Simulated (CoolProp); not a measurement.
Vapour pressure (MPa) of R365MFC: the reference equation beside estimates from Tc = 186.9 °C, pc = 3.266 MPa, ω = 0.377.

Model: reference Helmholtz-energy equation of state, Lemmon 2016, in CoolProp.

| T (°C) | reference | van der Waals | Redlich-Kwong |
|---|---|---|---|
| 88.65 | 0.4424 | 1.157 | 0.7110 |
| 90.45 | 0.4633 | 1.184 | 0.7370 |
| 92.35 | 0.4862 | 1.213 | 0.7651 |
| 94.25 | 0.5099 | 1.243 | 0.7940 |
| 96.15 | 0.5345 | 1.273 | 0.8236 |
| 98.05 | 0.5600 | 1.303 | 0.8540 |
| 99.95 | 0.5863 | 1.334 | 0.8852 |
| 101.85 | 0.6137 | 1.365 | 0.9171 |
| 103.75 | 0.6419 | 1.397 | 0.9498 |
| 105.65 | 0.6712 | 1.429 | 0.9833 |
| 107.55 | 0.7014 | 1.462 | 1.018 |
| 109.45 | 0.7327 | 1.495 | 1.053 |
| 111.35 | 0.7650 | 1.529 | 1.089 |
| 113.25 | 0.7984 | 1.563 | 1.125 |
| 115.05 | 0.8310 | 1.596 | 1.161 |

Absolute difference from the reference over all 15 rows, mean and median: van der Waals 124.1 and 122.4 %, Redlich-Kwong 49.7 and 49.4 %.
